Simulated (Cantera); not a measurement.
# Adiabatic ignition

An adiabatic, constant-pressure homogeneous reactor starts with CH4 : H2 : O2 : N2 = 1 : 0.16 : 1.27 : 4.78 (molar parts), equivalence ratio 1.6, at 975 K and 6.70 bar.

Cantera simulation using GRI-Mech 3.0 (53 species, 325 reactions); the numbers are that mechanism's predictions, not measurements. Below about 1000 K GRI-Mech 3.0 lacks low-temperature oxidation paths.

| t (s) | T (K) | x CH4 | x H2 | x O2 | x N2O | x NO | x HO2 | x CH2O |
|---|---|---|---|---|---|---|---|---|
| 1.00e-6 | 975 | 0.139 | 0.0222 | 0.176 | <1e-12 | <1e-12 | 5.46e-11 | <1e-12 |
| 3.59e-6 | 975 | 0.139 | 0.0222 | 0.176 | <1e-12 | <1e-12 | 2.01e-10 | <1e-12 |
| 1.29e-5 | 975 | 0.139 | 0.0222 | 0.176 | <1e-12 | <1e-12 | 7.56e-10 | 3.43e-12 |
| 4.64e-5 | 975 | 0.139 | 0.0222 | 0.176 | <1e-12 | <1e-12 | 3.07e-9 | 3.99e-11 |
| 0.000167 | 975 | 0.139 | 0.0222 | 0.176 | <1e-12 | <1e-12 | 1.37e-8 | 3.79e-10 |
| 0.000599 | 975 | 0.139 | 0.0222 | 0.176 | <1e-12 | <1e-12 | 6.01e-8 | 2.83e-9 |
| 0.00215 | 975 | 0.139 | 0.0222 | 0.176 | <1e-12 | <1e-12 | 3.01e-7 | 3.50e-8 |
| 0.00774 | 975 | 0.139 | 0.0222 | 0.176 | 6.90e-12 | <1e-12 | 4.01e-6 | 7.45e-6 |
| 0.0278 | 1088 | 0.126 | 0.0216 | 0.162 | 1.12e-9 | <1e-12 | 8.76e-5 | 0.00402 |
| 0.100 | 2339 | 1.99e-10 | 0.105 | 2.53e-6 | 6.48e-9 | 5.17e-5 | 3.87e-9 | 2.77e-8 |
x: mole fraction; the columns are a selection and need not sum to one.

```json
{
 "time_of_steepest_temperature_rise": "28.7 ms",
 "temperature at 0.100 s": "2339 K",
 "equilibrium_temperature": "2339 K",
 "x(CH4) at 0.100 s": "1.99e-10 (gas-phase equilibrium 2.24e-10)",
 "x(H2) at 0.100 s": "0.105 (gas-phase equilibrium 0.105)",
 "x(O2) at 0.100 s": "2.53e-6 (gas-phase equilibrium 2.53e-6)"
}
```
